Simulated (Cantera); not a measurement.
Feed: 1 mol B, 6.9 mol H2, equilibrated at 2173.15 K and 0.00910 bar.

Equilibrium computed with Cantera from the NASA thermochemical tables; the gas is ideal and each condensed phase is pure. Candidate condensed phases: B; 7 gas species. The tables' values for BH2 are old estimates; treat these amounts as uncertain. Kinetics and transport are ignored.

Question: What is the equilibrium state?

Answer: 
```
Quantity       Result
----------  ---------
x(H2)           0.949
x(H)           0.0493
x(BH2)        0.00111
x(B)         0.000207
x(BH)         2.45e-5
x(BH3)        4.77e-6
n(B(s))     0.990 mol
gas amount  7.076 mol
```
